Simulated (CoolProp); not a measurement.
Nitrous oxide at several states: Z from the reference equation and from simpler models built on Tc = 36.4 °C, pc = 7.245 MPa, ω = 0.161; each cubic takes its own stable root.

Model: reference Helmholtz-energy equation of state, Lemmon 2006, in CoolProp. It is a short technical equation, of lower accuracy than the large ones.

```json
[
 {"T (°C)": "20.15", "p (MPa)": "0.245", "phase": "gas", "reference": "0.9860", "van der Waals": "0.9885", "Redlich-Kwong": "0.9864", "Soave-Redlich-Kwong": "0.9862", "Peng-Robinson": "0.9849"},
 {"T (°C)": "86.85", "p (MPa)": "0.302", "phase": "gas", "reference": "0.9911", "van der Waals": "0.9914", "Redlich-Kwong": "0.9909", "Soave-Redlich-Kwong": "0.9914", "Peng-Robinson": "0.9900"},
 {"T (°C)": "201.45", "p (MPa)": "29.6", "phase": "supercritical", "reference": "0.8296", "van der Waals": "0.7978", "Redlich-Kwong": "0.8209", "Soave-Redlich-Kwong": "0.8969", "Peng-Robinson": "0.8465"},
 {"T (°C)": "-7.25", "p (MPa)": "6.47", "phase": "liquid", "reference": "0.1336", "van der Waals": "0.2082", "Redlich-Kwong": "0.1518", "Soave-Redlich-Kwong": "0.1478", "Peng-Robinson": "0.1307"},
 {"T (°C)": "26.55", "p (MPa)": "0.0671", "phase": "gas", "reference": "0.9964", "van der Waals": "0.9970", "Redlich-Kwong": "0.9965", "Soave-Redlich-Kwong": "0.9965", "Peng-Robinson": "0.9961"}
]
```
